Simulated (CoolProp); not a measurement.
Vapour-liquid equilibrium of propane (1) + R152A (2) at 297.2 K; x and y are mole fractions of (1).

Computed with CoolProp (multi-fluid Helmholtz-energy mixture model, Lemmon 2009 and Outcalt 1996; pair parameters Bell 2016).

Task: Give the bubble pressure and the first vapour's composition at x = 0.05, 0.15, 0.95. Is there an azeotrope?

Result: x = 0.05: 0.6689 MPa, y = 0.156; x = 0.15: 0.8054 MPa, y = 0.341; x = 0.95: 0.9738 MPa, y = 0.918. y crosses x between x = 0.65 and 0.75: the model has an azeotrope there.

The pair parameters rest on a limited set of measurements; away from them the model extrapolates.
